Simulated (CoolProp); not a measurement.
Fluorine along the isotherm -189.95 °C: fugacity coefficient from the reference equation and from simpler models built on Tc = -128.7 °C, pc = 52.40 bar, ω = 0.045; each cubic takes its own stable root.

Computed with CoolProp (reference Helmholtz-energy equation of state, de Reuck 1990).

| p (bar) | phase | reference |
|---|---|---|
| 14.6 | liquid | 0.05709 |
| 29.1 | liquid | 0.03018 |
| 43.7 | liquid | 0.02119 |
| 58.2 | liquid | 0.01676 |
| 72.8 | liquid | 0.01412 |
| 87.3 | liquid | 0.01240 |
| 102 | liquid | 0.01119 |
| 116 | liquid | 0.01034 |
| 131 | liquid | 0.009658 |

Problem. How far does each simpler model (van der Waals, Soave-Redlich-Kwong) lie from the reference over these 9 states: mean and median of the absolute difference, and the worst?

Solution. 
- van der Waals: mean 364.9 %, median 364.4 %, worst +408.2 % at -189.95 °C and 131 bar
- Soave-Redlich-Kwong: mean 1.5 %, median 1.6 %, worst +1.7 % at -189.95 °C and 14.6 bar
